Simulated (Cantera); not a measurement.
N2O furnace oxynitridation

An isothermal, constant-pressure homogeneous reactor starts with 54.9 % N2O, 1.15 % H2, 43.9 % N2, at 1350 K and 105 Torr.

Model: GRI-Mech 3.0 (53 species, 325 reactions), integrated in Cantera. GRI-Mech 3.0 was tuned for natural gas; its chemistry of N2O as a main component is partial and can be far from experiment. The mechanism lacks the step 2 NO + O2 → 2 NO2, which can matter for NO2 below about 1400 K. The temperature is held fixed by assumption; the heat of reaction is taken as removed at once.

```json
[
 {"t (s)": "0.000300", "x N2O": "0.549", "x H2": "0.0112", "x OH": "4.30e-5", "x N2": "0.440", "x NO2": "1.67e-8", "x NO": "2.88e-5", "x H2O": "0.000295"},
 {"t (s)": "0.00143", "x N2O": "0.544", "x H2": "0.00770", "x OH": "9.86e-5", "x N2": "0.444", "x NO2": "1.75e-6", "x NO": "0.000216", "x H2O": "0.00374"},
 {"t (s)": "0.00682", "x N2O": "0.534", "x H2": "0.00112", "x OH": "6.62e-5", "x N2": "0.452", "x NO2": "2.95e-5", "x NO": "0.000786", "x H2O": "0.0103"},
 {"t (s)": "0.0325", "x N2O": "0.513", "x H2": "6.95e-6", "x OH": "4.14e-5", "x N2": "0.464", "x NO2": "0.000167", "x NO": "0.00305", "x H2O": "0.0114"},
 {"t (s)": "0.155", "x N2O": "0.433", "x H2": "1.50e-7", "x OH": "4.66e-5", "x N2": "0.508", "x NO2": "0.000250", "x NO": "0.0128", "x H2O": "0.0110"},
 {"t (s)": "0.739", "x N2O": "0.206", "x H2": "1.71e-7", "x OH": "4.57e-5", "x N2": "0.634", "x NO2": "0.000170", "x NO": "0.0397", "x H2O": "0.0100"},
 {"t (s)": "3.52", "x N2O": "0.0131", "x H2": "1.12e-7", "x OH": "2.93e-5", "x N2": "0.741", "x NO2": "9.27e-5", "x NO": "0.0598", "x H2O": "0.00913"},
 {"t (s)": "16.8", "x N2O": "4.75e-6", "x H2": "1.18e-8", "x OH": "8.77e-6", "x N2": "0.749", "x NO2": "0.000185", "x NO": "0.0601", "x H2O": "0.00909"},
 {"t (s)": "80.0", "x N2O": "9.33e-7", "x H2": "1.17e-8", "x OH": "8.75e-6", "x N2": "0.749", "x NO2": "0.000185", "x NO": "0.0600", "x H2O": "0.00909"}
]
```
x: mole fraction; the columns are a selection and need not sum to one.

Equilibrium at this temperature and pressure: N2O 1.31e-8, H2 1.08e-8, OH 9.08e-6, N2 0.779, NO2 1.81e-6, NO 0.000543, H2O 0.00908 (gas phase only).
